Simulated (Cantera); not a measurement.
Feed: 1 mol Al₂O₃, 0.66 mol H₂O, equilibrated at 2475 K and 0.790 bar.

These are equilibrium values from Cantera (NASA tables, ideal gas, pure condensed phases), not measurements of a reactor. Gases not in the tables: Al(OH)₃. Rates play no part.

```json
[
 {"species": "H₂O", "before": "0.912", "after": "0.990"},
 {"species": "H₂", "before": "0.0426", "after": "0.00548"},
 {"species": "O₂", "before": "0.0161", "after": "0.00227"},
 {"species": "OH", "before": "0.0225", "after": "0.00193"},
 {"species": "AlO₂H", "before": "6.15e-5", "after": "2.16e-7"},
 {"species": "O", "before": "0.00182", "after": "2.91e-5"},
 {"species": "H", "before": "0.00522", "after": "0.000112"},
 {"species": "Al₂O₃(l), mol", "before": "1.000", "after": "0"},
 {"species": "Al₂O₃(s), mol", "before": "0", "after": "1.00"}
]
```
Gas species are given as mole fractions.

Question: Which change was made?
A. pressure from 0.790 bar to 0.230 bar
B. temperature from 2475 K to 1973 K
C. temperature from 2475 K to 1598 K
D. temperature from 2475 K to 1000 K

Answer: B, temperature from 2475 K to 1973 K
